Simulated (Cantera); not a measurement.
Standard-state values (1 bar) from the NASA 1993 polynomials, evaluated with Cantera. Values are per mole of reaction as written; species without (g) are pure solids or liquids, kept so even where they would boil at 1 bar.

Problem. Between 300 and 2348 K, where is each reaction favourable under standard conditions?
- N₂(g) + 2 Ti₂O₃ = 2 NO(g) + 4 TiO(g)
- 2 Ti₂O₃ + O₂(g) = 4 TiO₂

Solution. 
- N₂(g) + 2 Ti₂O₃ = 2 NO(g) + 4 TiO(g): ΔG° is 3139 kJ at 300 K and 1354 kJ at 2348 K; it stays positive (K < 1). ΔH° is 3014 kJ and ΔS° 707 J/K at 2348 K.
- 2 Ti₂O₃ + O₂(g) = 4 TiO₂: ΔG° is -690 kJ at 300 K and -299 kJ at 2348 K; it stays negative (K > 1). ΔH° is -719 kJ and ΔS° -179 J/K at 2348 K.
